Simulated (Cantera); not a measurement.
Input: 1 mol BF₃, 0.63 mol O₂, a varied amount of H₂, 0.49 mol H₂O, held at 1352 °C and 0.000620 bar.

Method: chemical equilibrium by Gibbs-energy minimisation in Cantera with the NASA 1993 tables (ideal gas, pure condensed phases). Candidate condensed phases: B, B₂O₃, B₃O₃H₃, H₂O; 43 gas species. Equilibrium is a limit: real reactors are often held back by kinetics, nucleation or transport.

Q: At 0.81 mol H₂, list the 6 most abundant gas species with their mole fractions, and the condensed phases.

A: HF 0.578, BOF 0.270, H₂O 0.0737, O₂ 0.0636, HBO₂ 0.0124, BF₃ 0.00162. Condensed: gas only.
